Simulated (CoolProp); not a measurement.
Vapour-liquid equilibrium of propane (1) + R114 (2) at 8.55 bar; x and y are mole fractions of (1).

Computed with CoolProp (multi-fluid Helmholtz-energy mixture model, Lemmon 2009 and Platzer 1990; pair parameters Bell 2016). This equation is an older, rougher fit; its heat capacities, sound speeds and derivatives of the liquid may be far off and weren't checked against measurements.

| x | bubble temperature (K) | y at the bubble point | dew temperature at overall composition x (K) | liquid density (mol/L) |
|---|---|---|---|---|
| 0.05 | 343.5 | 0.145 | 347.4 | 7.674 |
| 0.125 | 335.7 | 0.321 | 344.4 | 7.964 |
| 0.2 | 329.1 | 0.456 | 341.2 | 8.241 |
| 0.275 | 323.5 | 0.559 | 337.9 | 8.508 |
| 0.35 | 318.7 | 0.641 | 334.4 | 8.768 |
| 0.425 | 314.6 | 0.706 | 330.7 | 9.027 |
| 0.5 | 311.0 | 0.760 | 326.8 | 9.288 |
| 0.575 | 307.8 | 0.806 | 322.6 | 9.555 |
| 0.65 | 305.0 | 0.847 | 318.2 | 9.829 |
| 0.725 | 302.3 | 0.883 | 313.4 | 10.12 |
| 0.8 | 299.9 | 0.917 | 308.3 | 10.42 |
| 0.875 | 297.6 | 0.949 | 302.9 | 10.73 |
| 0.95 | 295.4 | 0.980 | 297.5 | 11.07 |

No azeotrope shows between x = 0.05 and 0.95.

The pair parameters rest on a limited set of measurements; away from them the model extrapolates.
